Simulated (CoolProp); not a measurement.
Normal hydrogen along the isotherm 30.1 K: density (kg/m³) from the reference equation and from simpler models built on Tc = 33.1 K, pc = 12.96 bar, ω = -0.219; each cubic takes its own stable root.

Values from CoolProp's reference Helmholtz-energy equation of state, Leachman 2009.

```tsv
p (bar)	phase	reference
16.2	liquid	58.60
24.3	liquid	61.24
32.4	liquid	63.24
40.5	liquid	64.87
48.6	liquid	66.27
56.7	liquid	67.51
64.8	liquid	68.61
```

Problem. How far does each simpler model (van der Waals, Redlich-Kwong, Soave-Redlich-Kwong, Peng-Robinson) lie from the reference over these 7 states: mean and median of the absolute difference, and the worst?

Solution. 
- van der Waals: mean 20.2 %, median 19.9 %, worst -21.6 % at 30.1 K and 16.2 bar
- Redlich-Kwong: mean 5.3 %, median 5.5 %, worst +6.3 % at 30.1 K and 64.8 bar
- Soave-Redlich-Kwong: mean 2.9 %, median 3.2 %, worst +4.6 % at 30.1 K and 64.8 bar
- Peng-Robinson: mean 14.6 %, median 15.2 %, worst +16.7 % at 30.1 K and 64.8 bar
